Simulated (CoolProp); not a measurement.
Properties of p-xylene along the isobar 5190 kPa (Tc = 616.2 K, pc = 3532 kPa, ω = 0.324).

Computed with CoolProp (reference Helmholtz-energy equation of state, Zhou 2012).

```
T (K)   phase  cv (kJ/(kg K))  speed of sound (m/s)  Joule-Thomson coefficient (K/MPa)
-----  ------  --------------  --------------------  ---------------------------------
362.6  liquid           1.522                  1090                            -0.3896
374.3  liquid           1.560                  1047                            -0.3717
385.9  liquid           1.598                  1005                            -0.3534
397.6  liquid           1.635                     ?                            -0.3340
409.2  liquid           1.673                 923.6                                  ?
420.9  liquid               ?                 883.3                            -0.2921
432.6  liquid           1.748                     ?                                  ?
444.2  liquid           1.785                 805.0                            -0.2441
455.9  liquid           1.822                 766.4                            -0.2169
467.5  liquid           1.858                     ?                            -0.1871
```

### Question
Some entries are withheld; supply them.

### Answer

- 397.6, speed of sound (m/s): 964.0
- 409.2, Joule-Thomson coefficient (K/MPa): -0.3137
- 420.9, cv (kJ/(kg K)): 1.710
- 432.6, speed of sound (m/s): 843.7
- 432.6, Joule-Thomson coefficient (K/MPa): -0.2689
- 467.5, speed of sound (m/s): 728.7
